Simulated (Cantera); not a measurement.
Cantera run:

```python
import numpy as np
import cantera as ct

gas_names = """
    H H2O
""".split()
cond_names = """
    V2O4(I) V2O4(II) V2O4(L) V2O3(s) V2O3(L)
""".split()


# ... load() reads the species with a 1 bar reference pressure and builds the phases ...
species = {s.name: s for s in load("nasa_gas.yaml", gas_names) + load("nasa_condensed.yaml", cond_names)}
# Each term lists the table entries of one substance; the one whose range holds T is used.
reactions = {
    '2 H(g) + V2O4 = H2O(g) + V2O3':
        [(-2, ['H']), (-1, ['V2O4(I)', 'V2O4(II)', 'V2O4(L)']), (1, ['H2O']), (1, ['V2O3(s)', 'V2O3(L)'])],
}


def pick(names, T):
    return next(species[n] for n in names if species[n].thermo.min_temp <= T <= species[n].thermo.max_temp)


results = []
for label, terms in reactions.items():
    print(label)
    print("     T/K   dH/kJ  dS/(J/K)   dG/kJ   log10 K")
    for T in [1475, 1525, 1575, 1625, 1675, 1725, 1775, 1825, 1875, 1925]:
        used = [(nu, pick(names, T)) for nu, names in terms]
        dH = sum(nu * s.thermo.h(T) for nu, s in used) / 1e6
        dS = sum(nu * s.thermo.s(T) for nu, s in used) / 1e3
        dG = dH - T * dS / 1e3
        logK = -dG * 1e6 / (ct.gas_constant * T * np.log(10))
        results.append((label, T, dH, dS, dG, logK, [s.name for _, s in used]))
        print(f"{T:8g} {dH:8.1f} {dS:8.1f} {dG:8.1f} {logK:8.2f}")
```

Result:

```
2 H(g) + V2O4 = H2O(g) + V2O3
     T/K   dH/kJ  dS/(J/K)   dG/kJ   log10 K
    1475   -504.7   -109.6   -343.0    12.15
    1525   -505.3   -110.0   -337.5    11.56
    1575   -505.9   -110.4   -332.0    11.01
    1625   -506.4   -110.7   -326.5    10.49
    1675   -506.9   -111.0   -320.9    10.01
    1725   -507.3   -111.2   -315.4     9.55
    1775   -507.6   -111.5   -309.8     9.12
    1825   -620.2   -173.4   -303.7     8.69
    1875   -622.2   -174.5   -295.0     8.22
    1925   -624.1   -175.5   -286.3     7.77
```

Cantera with NASA thermochemical tables; ideal gases at 1 bar, condensed phases pure. Condensed species are held in their standard states even where they would react or evaporate.
